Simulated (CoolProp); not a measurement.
R21 along the isotherm 268.9 K: fugacity coefficient from the reference equation and from simpler models built on Tc = 452.7 K, pc = 5289 kPa, ω = 0.206; each cubic takes its own stable root.

Computed with CoolProp (reference Helmholtz-energy equation of state, Platzer 1990). This equation is an older, rougher fit; its heat capacities, sound speeds and derivatives of the liquid may be far off and weren't checked against measurements.

| p (kPa) | phase | reference |
|---|---|---|
| 793 | liquid | 0.07455 |
| 1590 | liquid | 0.03814 |
| 2380 | liquid | 0.02613 |
| 3170 | liquid | 0.02012 |
| 3970 | liquid | 0.01648 |
| 4760 | liquid | 0.01410 |
| 5550 | liquid | 0.01240 |
| 6350 | liquid | 0.01112 |
| 7140 | liquid | 0.01014 |
| 7930 | liquid | 0.009360 |

Problem. How far does each simpler model (van der Waals, Soave-Redlich-Kwong, Peng-Robinson) lie from the reference over these 10 states: mean and median of the absolute difference, and the worst?

Solution. 
- van der Waals: mean 634.8 %, median 634.5 %, worst +684.3 % at 268.9 K and 7930 kPa
- Soave-Redlich-Kwong: mean 0.9 %, median 0.9 %, worst +1.6 % at 268.9 K and 7930 kPa
- Peng-Robinson: mean 1.4 %, median 1.4 %, worst +2.1 % at 268.9 K and 793 kPa
